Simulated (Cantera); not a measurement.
What does this Cantera script print?

```python
import numpy as np
import cantera as ct

gas_names = [...]  # 95 gases of nasa_gas.yaml made of C, F, H
cond_names = """
    C(gr) C6H6(L) C7H8(L) C8H18(L),n-octa
""".split()


# ... load() reads the species with a 1 bar reference pressure and builds the phases ...
atoms = {
    'C2F6': {'C': 2, 'F': 6},
    'H2': {'H': 2},
}
top_T = {'C(gr)': 4500}  # K; cautious upper limits of use, not melting points


# ... equilibrate(T, P, feed) seeds the gas with the atoms and calls Mixture.equilibrate('TP', solver="vcs", rtol=1e-11, max_steps=5000) ...
results = []
feed = {'C2F6': 1, 'H2': 0.14}  # mol
T = 1500  # K
P = 13332.2  # Pa
mix = equilibrate(T, P, feed)
results.append((T, P, feed, dict(zip(mix.species_names, mix.species_moles))))
x = sorted(zip(gas.X, gas.species_names), reverse=True)
print(f"T = {T:g} K  P = {P:g} Pa  gas = {mix.phase_moles(0):.4g} mol")
print("   x: " + "  ".join(f"{s} {v:.3e}" for v, s in x if v > 1e-06))
print("   condensed (mol): " + ("  ".join(f"{mix.phase(i).name} {mix.phase_moles(i):.4g}"
      for i in range(1, mix.n_phases) if mix.phase_moles(i) > 1e-12) or "none"))
```

It prints:

```
T = 1500 K  P = 13332.2 Pa  gas = 1.71 mol
   x: CF4 8.361e-01  HF 1.637e-01  CF2 1.070e-04  CF3 4.539e-05  F 8.548e-06  CHF3 2.408e-06
   condensed (mol): C(gr) 0.5699
```

Cantera equilibrium calculation (NASA polynomials, part measured and part estimated; ideal gas, pure solids and liquids). The feed counts by its element totals alone. Gases not in the tables: C2F6 and larger saturated fluorocarbons.
